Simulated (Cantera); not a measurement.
Charge: 1 mol Si3N4, 3.9 mol N2O, 930 mol N2, 0.041 mol H2O, held at 1850 K and 0.0290 bar.

Cantera equilibrium calculation (NASA polynomials, part measured and part estimated; ideal gas, pure solids and liquids). Candidate condensed phases: H2O, Si, SiO2, Si2N2O, Si3N4; 35 gas species. The tables hold silica as quartz up to 1696 K and as liquid above; real silica turns to tridymite and cristobalite and melts near 1996 K. The numbers say what is thermodynamically allowed, not how fast it happens.

Base state: N2 0.998, SiO 0.00220, H2 3.19e-5, H 1.79e-5 (mole fractions); condensed: SiO2(condensed).

Problem. What changes in the equilibrium state with this change: H2O from 0.041 to 3.7 mol?

Solution. 
```json
[
 {"species": "N2", "before": "0.998", "after": "0.996"},
 {"species": "H2", "before": "3.19e-5", "after": "0.00197"},
 {"species": "H2O", "before": "2.83e-6", "after": "0.00189"},
 {"species": "SiO", "before": "0.00220", "after": "0.000204"},
 {"species": "H", "before": "1.79e-5", "after": "0.000140"},
 {"species": "SiO2(condensed), mol", "before": "0.937", "after": "2.81"}
]
```

Problem. What changes in the equilibrium state with this change: H2O from 0.041 to 4 mol?

Solution. 
```csv
species,before,after
N2,0.998,0.995
H2O,2.83e-6,0.00218
H2,3.19e-5,0.00200
SiO,0.00220,0.000179
OH,1.17e-7,1.14e-5
H,1.79e-5,0.000141
"SiO2(condensed), mol",0.937,2.83
```
